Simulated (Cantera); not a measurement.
Feed: 1 mol C₃H₆, 0.068 mol O₂, 5.6 mol N₂, held at 2123 K and 1 atm.

These are equilibrium values from Cantera (NASA tables, ideal gas, pure condensed phases), not measurements of a reactor. Candidate condensed phases: C, C₆H₆, C₇H₈, C₈H₁₈, H₂O; 136 gas species. Rates play no part.

Base state: N₂ 0.635, H₂ 0.336, CO 0.0156, HCN 0.0107, H 0.00206, HNC 0.000753, C₂H₂ (acetylene) 0.000556, CH₄ 3.57e-5 (mole fractions); condensed: C(graphite).

**Question.** What changes in the equilibrium state with this change: temperature from 2123 K to 1975 K?

**Answer.** 
```csv
species,before,after
N₂,0.635,0.638
H₂,0.336,0.339
CO,0.0156,0.0156
HCN,0.0107,0.00621
H,0.00206,0.000792
C₂H₂ (acetylene),0.000556,0.000220
HNC,0.000753,0.000337
"C(graphite), mol",2.75,2.80
```
